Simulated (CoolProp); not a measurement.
Properties of hydrogen chloride along the isotherm 620.5 K (Tc = 324.7 K, pc = 8.314 MPa, ω = 0.130).

Computed with CoolProp (reference Helmholtz-energy equation of state, Thol 2018).

| p (MPa) | phase | cp (kJ/(kg K)) | cv (kJ/(kg K)) |
|---|---|---|---|
| 2.31 | gas | 0.8342 | 0.5879 |
| 4.62 | gas | 0.8555 | 0.5907 |
| 6.93 | gas | 0.8769 | 0.5934 |
| 9.24 | supercritical | 0.8981 | 0.5962 |
| 11.5 | supercritical | 0.9187 | 0.5989 |
| 13.9 | supercritical | 0.9402 | 0.6019 |
| 16.2 | supercritical | 0.9603 | 0.6047 |
| 18.5 | supercritical | 0.9798 | 0.6075 |
| 20.8 | supercritical | 0.9988 | 0.6104 |
